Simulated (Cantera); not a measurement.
Feed: 1 mol CCl₄, 0.1 mol HCl, 0.29 mol H₂, held at 1902 °C and 3.10 Pa.

Cantera equilibrium calculation (NASA polynomials, part measured and part estimated; ideal gas, pure solids and liquids). Candidate condensed phases: C, C₆H₆, C₇H₈, C₈H₁₈; 91 gas species. Equilibrium is a limit: real reactors are often held back by kinetics, nucleation or transport.

Base state: Cl 0.849, HCl 0.0883, H 0.0583, H₂ 0.00442, C₃ 4.67e-5, C 3.14e-5, Cl₂ 1.20e-5 (mole fractions); condensed: C(graphite).

**Question.** What changes in the equilibrium state with this change: temperature from 1902 °C to 1502 °C?

**Answer.** 
```
species            before     after
----------------  -------  --------
Cl                  0.849     0.834
HCl                0.0883     0.165
H                  0.0583  0.000412
C₃                4.67e-5   1.70e-9
C                 3.14e-5   4.15e-9
H₂                0.00442   6.27e-5
Cl₂               1.20e-5  0.000274
C(graphite), mol    0.999     1.000
```
